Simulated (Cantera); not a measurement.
Cantera run:

```python
import numpy as np
import cantera as ct

gas_names = """
    H HO2 H2 H2O H2O2 O OH O2 O3 Pb PbO Pb2
""".split()
cond_names = """
    H2O(s) H2O(L) Pb(cr) Pb(L) PbO(rd) PbO(yw) PbO(L) PbO2(s) Pb3O4(s)
""".split()


# ... load() reads the species with a 1 bar reference pressure and builds the phases ...
atoms = {
    'Pb': {'Pb': 1},
    'O2': {'O': 2},
    'H2': {'H': 2},
}
top_T = {'Pb3O4(s)': 820}  # K; cautious upper limits of use, not melting points


# ... equilibrate(T, P, feed) seeds the gas with the atoms and calls Mixture.equilibrate('TP', solver="vcs", rtol=1e-11, max_steps=5000) ...
results = []
feed = {'Pb': 1, 'O2': 0.024, 'H2': 1.4}  # mol
P = 13000  # Pa
for T in [475, 525, 575, 625, 675, 725, 775, 825, 875]:
    mix = equilibrate(T, P, feed)
    results.append((T, P, feed, dict(zip(mix.species_names, mix.species_moles))))

top = {s: max(r[3][s] / sum(r[3][g] for g in gas_names) for r in results) for s in gas_names}
cols = sorted((s for s in top if top[s] > 1e-05), key=lambda s: -top[s])[:5]
seen = [c for c in cond_names if any(r[3].get(c, 0) > 1e-12 for r in results)]
print("log10 of partial pressures in bar; condensed amounts in mol")
print(f"{'T/K':>10s}" + "".join(f"{s[:9]:>10s}" for s in cols + seen))
for T, P, feed, n in results:
    ng = sum(n[g] for g in gas_names)
    print(f"{T:10.4g}" + "".join(f"{np.log10(max(n[s] / ng * P / 1e5, 1e-99)):10.3f}" for s in cols)
          + "".join(f"{n.get(c, 0):10.4g}" for c in seen))
```

Result:

```
log10 of partial pressures in bar; condensed amounts in mol
       T/K        H2       H2O    Pb(cr)     Pb(L)
       475    -0.901    -2.351         1         0
       525    -0.901    -2.351         1         0
       575    -0.901    -2.351         1         0
       625    -0.901    -2.351         0         1
       675    -0.901    -2.351         0         1
       725    -0.901    -2.351         0         1
       775    -0.901    -2.351         0         1
       825    -0.901    -2.351         0         1
       875    -0.901    -2.351         0         1
```

Equilibrium computed with Cantera from the NASA thermochemical tables; the gas is ideal and each condensed phase is pure.
